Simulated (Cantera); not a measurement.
Charge: 1 mol Si(CH3)4, 0.45 mol HCl, 420 mol H2, equilibrated at 2475 K and 0.100 bar.

Method: chemical equilibrium by Gibbs-energy minimisation in Cantera with the NASA 1993 tables (ideal gas, pure condensed phases). Candidate condensed phases: C, C6H6, C7H8, C8H18, Si, SiC; 109 gas species. Gases not in the tables: Si2H6 and higher silanes. Equilibrium is a limit: real reactors are often held back by kinetics, nucleation or transport.

Problem. What is the equilibrium state?

Solution. 
| Property | Result |
|---|---|
| x(H2) | 0.924 |
| x(H) | 0.0684 |
| x(C2H2 (acetylene)) | 0.00424 |
| x(Si) | 0.00179 |
| x(HCl) | 0.000964 |
| x(SiC2) | 0.000204 |
| x(SiH) | 0.000150 |
| x(Cl) | 5.05e-5 |
| x(SiH2) | 3.94e-5 |
| gas amount | 442.5 mol |
| log10 activity of C(graphite) (absent) | -0.16 |
| log10 activity of Si(l) (absent) | -1.34 |
